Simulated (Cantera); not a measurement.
Boron, boron nitride and boron oxide: B2O3 + O2 + N2

Feed: 1 mol B2O3, 0.11 mol O2, 0.47 mol N2, equilibrated at 1898 K and 4.05 Torr.

Cantera equilibrium calculation (NASA polynomials, part measured and part estimated; ideal gas, pure solids and liquids). Candidate condensed phases: B, BN, B2O3; 17 gas species. The numbers say what is thermodynamically allowed, not how fast it happens.

The x(B2O3) is 0.611. The x(N2) is 0.294. The x(O2) comes out as 0.0594, the x(BO2) is 0.0328 and the x(NO) is 0.00185. The x(O) is 0.000973 and the x(BO) is 0.000145. The x(B2O2) is 2.32e-6, the gas amount comes out as 1.594 mol and the log10 activity of B(s) (absent) is -9.09.
